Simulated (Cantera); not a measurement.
# Ignition delay

Mixture: 9.81 % CH4, 5.69 % H2, 13.2 % O2, 67.4 % N2, 3.83 % CO2, equivalence ratio 1.7, at 1.00 atm, adiabatic and at constant pressure. Ignition delay is the time to a rise of 400 K.

Model: GRI-Mech 3.0 (53 species, 325 reactions), integrated in Cantera.

| T0 (K) | delay (ms) |
|---|---|
| 1248 | 2.60 |
| 1298 | 1.70 |
| 1348 | 1.13 |
| 1398 | 0.767 |
| 1448 | 0.531 |
| 1498 | 0.376 |
| 1548 | 0.272 |
| 1598 | 0.201 |

```
Property                                                 Value
--------------------------------------------------  ----------
apparent activation energy between 1498 and 1598 K  120 kJ/mol
```
